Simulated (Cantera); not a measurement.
Mixture: CH₄ : C₂H₆ : O₂ : N₂ = 1 : 0.043 : 5.12 : 19.3 (molar parts), equivalence ratio 0.42, at 10.0 bar, adiabatic and at constant volume. Ignition delay is the time to a rise of 400 K.

Detailed kinetics in Cantera: GRI-Mech 3.0 (53 species, 325 reactions).

### Question
What does this change do: pressure from 10.0 bar to 32.0 bar?

### Answer
```tsv
quantity	before	after
delay at 1125 K	4.38 ms	1.85 ms
delay at 1225 K	1.19 ms	0.498 ms
delay at 1325 K	0.391 ms	0.163 ms
delay at 1425 K	0.143 ms	61.4 µs
apparent activation energy between 1375 and 1475 K	160 kJ/mol	160 kJ/mol
```
The pressure lies above the range GRI-Mech 3.0 was tuned for (to about 10 atm).

### Question
What does this change do: pressure from 10.0 bar to 0.360 bar?

### Answer
```tsv
quantity	before	after
delay at 1125 K	4.38 ms	59.0 ms
delay at 1225 K	1.19 ms	14.6 ms
delay at 1325 K	0.391 ms	4.13 ms
delay at 1425 K	0.143 ms	1.38 ms
apparent activation energy between 1375 and 1475 K	160 kJ/mol	170 kJ/mol
```
